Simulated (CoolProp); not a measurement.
Vapour-liquid equilibrium of hydrogen sulfide (1) + isobutane (2) at 0.0748 MPa; x and y are mole fractions of (1).

Computed with CoolProp (multi-fluid Helmholtz-energy mixture model, Lemmon 2006 and Bücker 2006; pair parameters Kunz 2012).

### Question
Give the bubble temperature and the first vapour's composition at x = 0.2, 0.5, 0.95. Is there an azeotrope?

### Answer
x = 0.2: 221.8 K, y = 0.827; x = 0.5: 211.4 K, y = 0.927; x = 0.95: 207.6 K, y = 0.982. No azeotrope shows between x = 0.05 and 0.95.

Pair parameters are fitted to limited data, so mixtures are less certain than the pure fluids. With so large a gap from Raoult's law the liquid may split in two, which this calculation doesn't test in full.
